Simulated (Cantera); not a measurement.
A closed system holds: 1 mol CH3OH, 0.29 mol CO2, 0.37 mol H2, held at 2650 °C and 1 atm.

Equilibrium computed with Cantera from the NASA thermochemical tables; the gas is ideal and each condensed phase is pure. Candidate condensed phases: C, C6H6, C7H8, C8H18, H2O; 110 gas species. Rates play no part.

Base state: H2 0.506, CO 0.330, H 0.0876, H2O 0.0657, CO2 0.00592, OH 0.00355, O 0.000380, O2 1.96e-5 (mole fractions); condensed: gas only.

Question: What changes in the equilibrium state with this change: CH3OH replaced by CH4?

Answer: 
| species | before | after |
|---|---|---|
| H2 | 0.506 | 0.677 |
| CO | 0.330 | 0.187 |
| H | 0.0876 | 0.101 |
| H2O | 0.0657 | 1.28e-6 |
| C2H2 (acetylene) | <1e-9 | 0.0335 |
| C2H | <1e-9 | 0.000769 |
| C4H2 | <1e-9 | 0.000691 |
| C3 | <1e-9 | 0.000133 |
| CO2 | 0.00592 | 4.88e-8 |
| C(graphite), mol | 0 | 0.485 |
